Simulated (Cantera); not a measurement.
A closed system holds: 1 mol AlCl3, 4 mol N2O, 6.6 mol H2, 2.6 mol O2, held at 1.33 mbar.

Method: chemical equilibrium by Gibbs-energy minimisation in Cantera with the NASA 1993 tables (ideal gas, pure condensed phases). Candidate condensed phases: Al, AlCl3, AlN, Al2O3, H2O, NH4Cl; 45 gas species. Kinetics and transport are ignored. All values below are at 1575 °C.

Base state: H2O 0.387, N2 0.293, HCl 0.184, O2 0.0846, Cl 0.0369, OH 0.00750, H2 0.00303, NO 0.00189 (mole fractions); condensed: Al2O3(s).

Question: What changes in the equilibrium state with this change: AlCl3 replaced by Al?

Answer: 
```
species          before    after
-------------  --------  -------
H2O               0.387    0.578
N2                0.293    0.356
O2               0.0846   0.0489
HCl               0.184        0
Cl               0.0369        0
Cl2             1.17e-5        0
H2              0.00303  0.00596
H              0.000799  0.00112
O               0.00151  0.00115
Al2O3(s), mol     0.500    0.500
```

Question: What changes in the equilibrium state with this change: N2O from 4 to 32 mol?

Answer: 
```csv
species,before,after
N2,0.293,0.571
O2,0.0846,0.265
H2O,0.387,0.0976
HCl,0.184,0.0351
Cl,0.0369,0.0186
H2,0.00303,0.000433
Cl2,1.17e-5,2.98e-6
H,0.000799,0.000302
NO,0.00189,0.00466
O,0.00151,0.00267
"Al2O3(s), mol",0.500,0.500
```
